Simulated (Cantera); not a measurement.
A closed system holds: 1 mol AlN, 9 mol O2, 1.9 mol N2, held at 675 °C and 1.50 mbar.

Equilibrium computed with Cantera from the NASA thermochemical tables; the gas is ideal and each condensed phase is pure. Candidate condensed phases: Al, AlN, Al2O3; 16 gas species. The numbers say what is thermodynamically allowed, not how fast it happens.

Base state: O2 0.775, N2 0.225, NO 1.76e-5 (mole fractions); condensed: Al2O3(s).

Q: What changes in the equilibrium state with this change: temperature from 675 °C to 1250 °C?

A: 
```tsv
species	before	after
O2	0.775	0.774
N2	0.225	0.225
NO	1.76e-5	0.00140
O	<1e-9	0.000125
Al2O3(s), mol	0.500	0.500
```

Q: What changes in the equilibrium state with this change: temperature from 675 °C to 1552 °C?

A: 
| species | before | after |
|---|---|---|
| O2 | 0.775 | 0.769 |
| N2 | 0.225 | 0.223 |
| NO | 1.76e-5 | 0.00460 |
| O | <1e-9 | 0.00348 |
| Al2O3(s), mol | 0.500 | 0.500 |
